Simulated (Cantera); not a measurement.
Feed: 1 mol C₂H₂, 0.0079 mol O₂, 0.79 mol H₂O, equilibrated at 15.0 Pa.

These are equilibrium values from Cantera (NASA tables, ideal gas, pure condensed phases), not measurements of a reactor. Candidate condensed phases: C, C₆H₆, C₇H₈, C₈H₁₈, H₂O; 110 gas species. Rates play no part.

**Question.** At 2800 K, list the 7 most abundant gas species with their mole fractions, and the condensed phases.

**Answer.** H 0.716, CO 0.167, C₃ 0.0646, C 0.0296, H₂ 0.0115, C₂ 0.00936, C₂H 0.00137. Condensed: gas only.
